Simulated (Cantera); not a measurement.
Mixture: 7.57 % CH4, 0.424 % C2H6, 0.832 % C3H8, 21.2 % O2, 70.0 % N2, at 18000 Torr, adiabatic and at constant pressure. Ignition delay is the time to a rise of 400 K.

Computed with Cantera and GRI-Mech 3.0 (53 species, 325 reactions). The pressure lies above the range GRI-Mech 3.0 was tuned for (to about 10 atm).

Question: Predict: delay at 1375 K; delay at 1450 K; delay at 1525 K; delay at 1600 K; delay at 1675 K; apparent activation energy between 1525 and 1675 K.

Answer: 
| Quantity | Result |
|---|---|
| delay at 1375 K | 77.2 µs |
| delay at 1450 K | 34.7 µs |
| delay at 1525 K | 16.8 µs |
| delay at 1600 K | 8.80 µs |
| delay at 1675 K | 4.98 µs |
| apparent activation energy between 1525 and 1675 K | 170 kJ/mol |
